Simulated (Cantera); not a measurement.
A Cantera script and what it prints.

```python
import numpy as np
import cantera as ct

gas_names = """
    H H2 N NH NH2 NH3 N2 N2H2 N2H4 Zr ZrN
""".split()
cond_names = """
    Zr(a) Zr(b) Zr(L) ZrN(s) ZrN(L)
""".split()


# ... load() reads the species with a 1 bar reference pressure and builds the phases ...
atoms = {
    'ZrN': {'Zr': 1, 'N': 1},
    'H2': {'H': 2},
}
top_T = {}  # K; cautious upper limits of use, not melting points


# ... equilibrate(T, P, feed) seeds the gas with the atoms and calls Mixture.equilibrate('TP', solver="vcs", rtol=1e-11, max_steps=5000) ...
results = []
feed = {'ZrN': 1, 'H2': 0.061}  # mol
T = 1775  # K
P = 5.4  # Pa
mix = equilibrate(T, P, feed)
results.append((T, P, feed, dict(zip(mix.species_names, mix.species_moles))))
print(gas.report(threshold=0.0001))
for i in range(1, mix.n_phases):
    print(f"{mix.phase(i).name:16s} {mix.phase_moles(i):12.5e} mol")
```

It prints:

```
       temperature   1775 K
          pressure   5.4 Pa
           density   7.2342e-07 kg/m^3
  mean mol. weight   1.9771 kg/kmol
   phase of matter   gas

                          1 kg             1 kmol
                     ---------------   ---------------
          enthalpy        2.6924e+07        5.3231e+07  J
   internal energy        1.9459e+07        3.8473e+07  J
           entropy        1.3466e+05        2.6623e+05  J/K
    Gibbs function       -2.1209e+08       -4.1933e+08  J
 heat capacity c_p             16651             32921  J/K
 heat capacity c_v             12446             24607  J/K

                      mass frac. Y      mole frac. X     chem. pot. / RT
                     ---------------   ---------------   ---------------
                 H           0.01969          0.038619           -14.486
                H2            0.9803           0.96138           -28.973
     [   +9 minor]        1.1615e-05        3.2734e-07

Zr(b)             0.00000e+00 mol
ZrN(s)            1.00000e+00 mol
```

These are equilibrium values from Cantera (NASA tables, ideal gas, pure condensed phases), not measurements of a reactor. ZrN: taken at fixed stoichiometry.
